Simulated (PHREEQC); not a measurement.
A solution holds 0.21 mmol/kgw LiF, at 25 °C. Closed to the air; pH follows from the charge balance.

All values are PHREEQC results (ion-association model, wateq4f.dat), not measurements.

```yaml
pH: 7.06
ionic_strength: 0.000210 mol/kgw
```

```
species  molality  activity   log γ
-------  --------  --------  ------
F-       0.000210  0.000207  -0.007
Li+      0.000210  0.000207  -0.007
OH-       1.16e-7   1.14e-7  -0.007
H+        8.91e-8   8.76e-8  -0.007
HF        2.71e-8   2.71e-8   0.000
```

Precipitation was switched off in this run.
